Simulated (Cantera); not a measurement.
A closed system holds: 1 mol SiC, 0.25 mol Si, 0.011 mol H₂, held at 503 Torr.

These are equilibrium values from Cantera (NASA tables, ideal gas, pure condensed phases), not measurements of a reactor. Candidate condensed phases: C, C₆H₆, C₇H₈, C₈H₁₈, Si, SiC; 87 gas species. Mutual solubility and eutectic melting of coexisting phases are not modelled. Gases not in the tables: Si₂H₆ and higher silanes. Kinetics and transport are ignored.

### Question
Which condensed phases are stable at each of these points (T (K)): 1523, 1673, 1823, 1973, 2123, 2273, 2423, 2573, 2723, 2873?

### Answer
```csv
T (K),condensed phases,Si condensed (%)
1523,Si(s) + SiC(s),100.0
1673,Si(s) + SiC(s),100.0
1823,Si(l) + SiC(s),100.0
1973,Si(l) + SiC(s),100.0
2123,Si(l) + SiC(s),100.0
2273,Si(l) + SiC(s),100.0
2423,Si(l) + SiC(s),100.0
2573,Si(l) + SiC(s),100.0
2723,Si(l) + SiC(s),99.9
2873,Si(l) + SiC(s),99.8
```

From 1523 K to 1673 K the condensed part is Si(s) + SiC(s). From 1823 K to 2873 K the condensed part is Si(l) + SiC(s).
